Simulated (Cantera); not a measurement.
Feed: 1 mol Pb, 0.94 mol CO, 0.44 mol H₂, held at 1.00 bar.

These are equilibrium values from Cantera (NASA tables, ideal gas, pure condensed phases), not measurements of a reactor. Candidate condensed phases: C, C₆H₆, C₇H₈, C₈H₁₈, H₂O, Pb, PbO, PbO₂, Pb₃O₄; 113 gas species. Equilibrium is a limit: real reactors are often held back by kinetics, nucleation or transport.

x: gas mole fraction; n: condensed amount in mol.

```csv
T (K),x CO,x CO₂,x H₂O,x H₂,x CH₄,x Pb,n C(graphite),n Pb(l)
725,0.0176,0.446,0.367,0.109,0.0608,3.37e-9,[?],1.00
825,0.0948,0.405,0.251,0.210,0.0398,1.43e-7,[?],1.00
925,0.299,0.269,0.127,0.286,0.0186,2.67e-6,[?],1.000
1025,0.540,0.100,0.0442,0.309,0.00701,2.78e-5,[?],1.000
1125,0.647,0.0244,0.0130,0.313,0.00283,0.000189,[?],1.000
1225,0.672,0.00605,0.00417,0.315,0.00131,0.000935,[?],0.999
1325,0.676,0.00177,0.00154,0.316,0.000671,0.00360,[?],0.995
1425,0.673,0.000604,0.000642,0.314,0.000372,0.0114,[?],0.984
```

### Question
What belongs in the gaps?

### Answer

- 725, n C(graphite): 0.554
- 825, n C(graphite): 0.501
- 925, n C(graphite): 0.368
- 1025, n C(graphite): 0.165
- 1125, n C(graphite): 0.0459
- 1225, n C(graphite): 0.0122
- 1325, n C(graphite): 0.00363
- 1425, n C(graphite): 0.00121
